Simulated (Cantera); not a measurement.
A perfectly stirred reactor is fed with 1.49 % CH₄, 98.5 % H₂, at 100.0 Torr; it is held at 1925 K, and followed from long to short residence time.

Computed with Cantera and GRI-Mech 3.0 (53 species, 325 reactions). GRI-Mech 3.0 stops at C3 and has no aromatics, soot or wall deposition, so with more carbon than oxygen in the feed, carbon stays in small species such as C2H2 where larger ones or solid carbon would form.

x: mole fraction; the columns are a selection and need not sum to one.

```json
[
 {"τ (s)": "12", "x CH₄": "0.000646", "x H₂": "0.990", "x C₂H₂": "0.00700", "x CH₂": "1.10e-7", "x CH₃": "3.39e-5", "x C₂H": "2.65e-7", "x H": "0.00261"},
 {"τ (s)": "3.6", "x CH₄": "0.00109", "x H₂": "0.989", "x C₂H₂": "0.00677", "x CH₂": "1.84e-7", "x CH₃": "5.72e-5", "x C₂H": "2.55e-7", "x H": "0.00260"},
 {"τ (s)": "1.1", "x CH₄": "0.00189", "x H₂": "0.989", "x C₂H₂": "0.00635", "x CH₂": "3.11e-7", "x CH₃": "9.82e-5", "x C₂H": "2.37e-7", "x H": "0.00258"},
 {"τ (s)": "0.31", "x CH₄": "0.00338", "x H₂": "0.988", "x C₂H₂": "0.00558", "x CH₂": "5.30e-7", "x CH₃": "0.000173", "x C₂H": "2.05e-7", "x H": "0.00254"},
 {"τ (s)": "0.093", "x CH₄": "0.00564", "x H₂": "0.987", "x C₂H₂": "0.00442", "x CH₂": "8.24e-7", "x CH₃": "0.000280", "x C₂H": "1.58e-7", "x H": "0.00247"},
 {"τ (s)": "0.027", "x CH₄": "0.00877", "x H₂": "0.986", "x C₂H₂": "0.00280", "x CH₂": "1.14e-6", "x CH₃": "0.000415", "x C₂H": "9.55e-8", "x H": "0.00235"},
 {"τ (s)": "0.0081", "x CH₄": "0.0119", "x H₂": "0.984", "x C₂H₂": "0.00123", "x CH₂": "1.23e-6", "x CH₃": "0.000506", "x C₂H": "3.79e-8", "x H": "?"},
 {"τ (s)": "0.0024", "x CH₄": "0.0139", "x H₂": "0.984", "x C₂H₂": "0.000270", "x CH₂": "8.16e-7", "x CH₃": "0.000444", "x C₂H": "6.23e-9", "x H": "?"},
 {"τ (s)": "0.00071", "x CH₄": "0.0147", "x H₂": "0.984", "x C₂H₂": "1.53e-5", "x CH₂": "1.99e-7", "x CH₃": "0.000222", "x C₂H": "1.66e-10", "x H": "?"}
]
```

Problem. Complete the blanks.

Solution. 
- 0.0081, x H: 0.00211
- 0.0024, x H: 0.00158
- 0.00071, x H: 0.000745
